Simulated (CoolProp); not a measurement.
The fluid at 387.27 K and 7.27 MPa is compressed adiabatically to 22.8 MPa with isentropic efficiency 0.85. The same conditions are run with several fluids, on thermodynamics alone (safety and materials aside).

Model: reference Helmholtz-energy equation of state of each fluid (R143a: Lemmon and Jacobsen 2000; R410A: Lemmon 2003; propylene: Lemmon 2013), in CoolProp. Blends and air are pseudo-pure fits.

```json
[
 {"fluid": "R143a", "work (kJ/kg)": "30.4", "final temperature (K)": "431.4", "final density (kg/m³)": "705"},
 {"fluid": "R410A", "work (kJ/kg)": "39.5", "final temperature (K)": "459.6", "final density (kg/m³)": "605"},
 {"fluid": "propylene", "work (kJ/kg)": "51.9", "final temperature (K)": "426.2", "final density (kg/m³)": "392"}
]
```
